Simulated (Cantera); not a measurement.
**Dilute partial oxidation**

An isothermal, constant-pressure homogeneous reactor starts with CH3OH : O2 : N2 : CH4 = 0.0068 : 0.0026 : 1 : 0.029 (molar parts), equivalence ratio 26, at 1575 K and 1000000 Pa.

Computed with Cantera and GRI-Mech 3.0 (53 species, 325 reactions). GRI-Mech 3.0 stops at C3 and has no aromatics, soot or wall deposition, so with more carbon than oxygen in the feed, carbon stays in small species such as C2H2 where larger ones or solid carbon would form.

```csv
t (s),x CH3OH,x O2,x CO,x CH2,x O
7.00e-6,0.00648,0.00249,2.57e-6,4.01e-7,1.26e-8
1.84e-5,0.00626,0.00246,1.45e-5,3.88e-7,1.90e-8
4.84e-5,0.00544,0.00232,0.000172,3.42e-7,2.46e-8
0.000127,0.00331,0.00194,0.00143,2.07e-7,2.71e-8
0.000334,0.000914,0.00147,0.00463,5.90e-8,2.02e-8
0.000878,7.91e-5,0.00119,0.00643,1.27e-8,1.29e-8
0.00231,1.00e-6,0.000924,0.00674,7.85e-9,8.35e-9
0.00607,3.13e-7,0.000499,0.00695,6.44e-9,4.04e-9
0.0159,1.09e-7,0.000106,0.00714,3.15e-9,7.34e-10
0.0419,3.55e-8,1.56e-6,0.00716,1.42e-9,1.03e-11
0.110,1.83e-8,2.93e-12,0.00713,8.93e-10,<1e-12
0.290,8.93e-9,<1e-12,0.00722,5.33e-10,<1e-12
0.761,5.11e-9,<1e-12,0.00756,3.70e-10,<1e-12
2.00,3.57e-9,<1e-12,0.00830,3.28e-10,<1e-12
```
x: mole fraction; the columns are a selection and need not sum to one.

Equilibrium at this temperature and pressure: CH3OH <1e-12, O2 <1e-12, CO 0.0111, CH2 1.02e-10, O <1e-12 (gas phase only).
